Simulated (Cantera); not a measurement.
Feed: 1 mol CO, 0.11 mol NH3, 1.7 mol N2, equilibrated at 0.405 Torr.

Equilibrium computed with Cantera from the NASA thermochemical tables; the gas is ideal and each condensed phase is pure. Candidate condensed phases: C, C6H6, C7H8, C8H18, H2O; 169 gas species. Ions and electrons are included (thermal ionisation). Rates play no part.

log p: log10 of the partial pressure in bar; nothing condenses.

| T (°C) | log p N2 | log p N | log p CO | log p O | log p C | log p H | log p CN |
|---|---|---|---|---|---|---|---|
| 2727 | -3.51 | -6.61 | -3.76 | -7.54 | -7.86 | -4.24 | -7.81 |
| 2977 | -3.51 | -5.97 | -3.76 | -6.89 | -7.05 | -4.24 | -7.38 |
| 3227 | -3.52 | -5.41 | -3.76 | -6.30 | -6.38 | -4.24 | -7.03 |
| 3477 | -3.53 | ___ | -3.77 | ___ | ___ | -4.24 | ___ |
| 3727 | -3.55 | -4.53 | -3.79 | -5.31 | -5.34 | -4.25 | -6.53 |
| 3977 | -3.60 | -4.18 | -3.83 | -4.92 | -4.93 | -4.28 | -6.36 |
| 4227 | ___ | ___ | ___ | ___ | ___ | -4.32 | -6.27 |
| 4477 | -3.91 | -3.70 | -4.09 | -4.34 | -4.34 | -4.38 | -6.28 |
| 4727 | -4.20 | -3.58 | -4.37 | -4.17 | -4.18 | -4.44 | -6.42 |

Problem. Some entries are withheld; supply them.

Solution. 
- 4227, log p N2: -3.71
- 4227, log p N: -3.90
- 4227, log p CO: -3.92
- 4227, log p O: -4.59
- 4227, log p C: -4.60
- 3477, log p N: -4.94
- 3477, log p O: -5.77
- 3477, log p C: -5.82
- 3477, log p CN: -6.75
